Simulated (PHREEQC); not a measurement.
## Copper plating or etch bath

A solution holds 0.058 mol/kgw CuCl2, 0.00021 mol/kgw H2SO4 and 0.00012 mol/kgw NaCl, at 45 °C. Closed to the air; pH follows from the charge balance.

Model: ion-association model, wateq4f.dat, run in PHREEQC.

No solid was allowed to form.

Task: Estimate the pH, ionic strength.

Result: pH 3.47; ionic strength 0.151 mol/kgw.

Task: In which forms is S present?

Result: CuSO4 52 %, SO4-2 47 %, HSO4- 1.0 % of the S.

Away from 25 °C the constants follow the database's enthalpies or fits; those with neither stay at their 25 °C values.
